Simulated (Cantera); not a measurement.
A freely propagating, adiabatic, planar premixed flame of H2 : O2 : N2 = 1 : 0.417 : 1.57 (molar parts), unburnt at 698 K and 0.0987 atm; mixture-averaged transport, grid criteria slope 0.08 and curve 0.16, no radiation.

Model: the H2/O2 subset of GRI-Mech 3.0, which has no nitrogen chemistry, integrated in Cantera. Burning velocities carry a grid error of a few per cent, more on coarse grids.

### Question
Predict: laminar burning velocity; thermal thickness; peak x(HO2); peak x(O); peak x(H); peak x(OH).

### Answer
```json
{
  "laminar_burning_velocity": "839 cm/s",
  "thermal_thickness": "10.4 mm",
  "peak x(HO2)": "2.52e-5",
  "peak x(O)": "0.0148",
  "peak x(H)": "0.121",
  "peak x(OH)": "0.0189"
}
```
